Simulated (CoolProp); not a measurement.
Vapour-liquid equilibrium of benzene (1) + m-xylene (2) at 308.3 K; x and y are mole fractions of (1).

Model: multi-fluid Helmholtz-energy mixture model, Thol 2012 and Zhou 2012; pair parameters Bell 2016, in CoolProp.

```
x     bubble pressure (bar)  y at the bubble point  dew pressure at overall composition x (bar)  liquid density (mol/L)
----  ---------------------  ---------------------  -------------------------------------------  ----------------------
0.05                0.02911                  0.358                                      0.02058                   8.132
0.15                0.04748                  0.646                                      0.02275                   8.372
0.25                0.06539                  0.772                                      0.02542                   8.624
0.35                0.08305                  0.844                                      0.02880                   8.890
0.45                 0.1007                  0.890                                      0.03322                   9.171
0.55                 0.1183                  0.923                                      0.03922                   9.467
0.65                 0.1361                  0.948                                      0.04786                   9.782
0.75                 0.1540                  0.967                                      0.06131                   10.11
0.85                 0.1720                  0.982                                      0.08509                   10.47
0.95                 0.1901                  0.995                                       0.1379                   10.85
```

No azeotrope shows between x = 0.05 and 0.95.

The pair parameters rest on a limited set of measurements; away from them the model extrapolates.
